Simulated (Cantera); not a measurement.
Input (Python, Cantera) and output of one run.

```python
import numpy as np
import cantera as ct

gas_names = """
    AL ALI ALI3 ALN AL2 AL2I6 I I2 N N2
""".split()
cond_names = """
    AL(cr) AL(L) ALI3(s) ALI3(L) ALN(s) I2(cr) I2(L)
""".split()


# ... load() reads the species with a 1 bar reference pressure and builds the phases ...
atoms = {
    'Al': {'AL': 1},
    'I2': {'I': 2},
    'N2': {'N': 2},
}
top_T = {'ALN(s)': 2750}  # K; cautious upper limits of use, not melting points


# ... equilibrate(T, P, feed) seeds the gas with the atoms and calls Mixture.equilibrate('TP', solver="vcs", rtol=1e-11, max_steps=5000) ...
results = []
T = 1198  # K
P = 620  # Pa
for m in [3.1, 4.1, 5.4, 7.1, 9.4, 12, 16, 21, 28, 37, 48]:
    feed = {'Al': 1, 'I2': 2.8, 'N2': m}  # mol
    mix = equilibrate(T, P, feed)
    results.append((T, P, feed, dict(zip(mix.species_names, mix.species_moles))))

top = {s: max(r[3][s] / sum(r[3][g] for g in gas_names) for r in results) for s in gas_names}
cols = sorted((s for s in top if top[s] > 1e-06), key=lambda s: -top[s])[:6]
seen = [c for c in cond_names if any(r[3].get(c, 0) > 1e-12 for r in results)]
print("log10 of partial pressures in bar; condensed amounts in mol")
print(f"{'n(N2)':>10s}" + "".join(f"{s[:9]:>10s}" for s in cols + seen))
for T, P, feed, n in results:
    ng = sum(n[g] for g in gas_names)
    print(f"{feed['N2']:10.4g}" + "".join(f"{np.log10(max(n[s] / ng * P / 1e5, 1e-99)):10.3f}" for s in cols)
          + "".join(f"{n.get(c, 0):10.4g}" for c in seen))
```

Output:

```
log10 of partial pressures in bar; condensed amounts in mol
     n(N2)        N2         I      ALI3        I2       ALI    ALN(s)
       3.1    -2.555    -2.601    -3.091    -4.022    -6.328    0.1136
       4.1    -2.503    -2.630    -3.202    -4.079    -6.382    0.1995
       5.4    -2.457    -2.664    -3.328    -4.148    -6.439     0.292
       7.1    -2.417    -2.705    -3.471    -4.230    -6.500    0.3895
       9.4    -2.381    -2.754    -3.637    -4.329    -6.568    0.4923
        12    -2.353    -2.804    -3.800    -4.428    -6.631    0.5808
        16    -2.325    -2.871    -4.015    -4.562    -6.712    0.6792
        21    -2.303    -2.943    -4.241    -4.705    -6.795    0.7617
        28    -2.283    -3.027    -4.506    -4.875    -6.890    0.8343
        37    -2.267    -3.118    -4.785    -5.056    -6.989    0.8885
        48    -2.254    -3.209    -5.064    -5.237    -7.086    0.9256
```

Cantera equilibrium calculation (NASA polynomials, part measured and part estimated; ideal gas, pure solids and liquids).
